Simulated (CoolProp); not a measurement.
Vapour-liquid equilibrium of carbon dioxide (1) + CH2F2 (R32) (2) at -43.15 °C; x and y are mole fractions of (1).

Values from CoolProp's multi-fluid Helmholtz-energy mixture model, Span 1996 and Tillner-Roth 1997; pair parameters Bell 2016.

```csv
x,bubble pressure (MPa),y at the bubble point,dew pressure at overall composition x (MPa),liquid density (mol/L)
0.05,0.1917,___,0.1605,22.95
0.2,___,0.581,0.1858,___
0.35,0.4203,0.742,0.2202,23.64
0.5,0.5305,0.836,0.2698,___
0.65,0.6380,___,0.3473,___
0.8,0.7449,0.947,0.4829,24.96
0.95,0.8548,0.987,0.7532,25.47
```

Problem. What belongs in the gaps?

Solution. 
- 0.05, y at the bubble point: 0.230
- 0.2, bubble pressure (MPa): 0.3069
- 0.2, liquid density (mol/L): 23.28
- 0.5, liquid density (mol/L): 24.05
- 0.65, y at the bubble point: 0.899
- 0.65, liquid density (mol/L): 24.48

No azeotrope shows between x = 0.05 and 0.95.

The pair parameters rest on a limited set of measurements; away from them the model extrapolates.
